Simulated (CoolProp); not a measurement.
Tetradecamethylhexasiloxane (MD4M) at several states: density (kg/m³) from the reference equation and from simpler models built on Tc = 653.2 K, pc = 8.286 bar, ω = 0.800; each cubic takes its own stable root.

Computed with CoolProp (reference Helmholtz-energy equation of state, Thol 2019).

```json
[
 {"T (K)": "267.2", "p (bar)": "1.98", "phase": "liquid", "reference": "916.8"},
 {"T (K)": "300", "p (bar)": "40.9", "phase": "liquid", "reference": "890.0"},
 {"T (K)": "337.9", "p (bar)": "37.4", "phase": "liquid", "reference": "854.2"},
 {"T (K)": "281.2", "p (bar)": "0.871", "phase": "liquid", "reference": "903.1"},
 {"T (K)": "335.4", "p (bar)": "0.653", "phase": "liquid", "reference": "850.7"},
 {"T (K)": "416", "p (bar)": "3.77", "phase": "liquid", "reference": "771.8"}
]
```

Problem. How far does each simpler model (van der Waals, Redlich-Kwong, Soave-Redlich-Kwong, Peng-Robinson) lie from the reference over these 6 states: mean and median of the absolute difference, and the worst?

Solution. 
- van der Waals: mean 45.8 %, median 45.7 %, worst -47.4 % at 267.2 K and 1.98 bar
- Redlich-Kwong: mean 20.3 %, median 20.2 %, worst -21.7 % at 267.2 K and 1.98 bar
- Soave-Redlich-Kwong: mean 15.4 %, median 15.5 %, worst -17.8 % at 267.2 K and 1.98 bar
- Peng-Robinson: mean 5.2 %, median 5.4 %, worst -8.1 % at 267.2 K and 1.98 bar
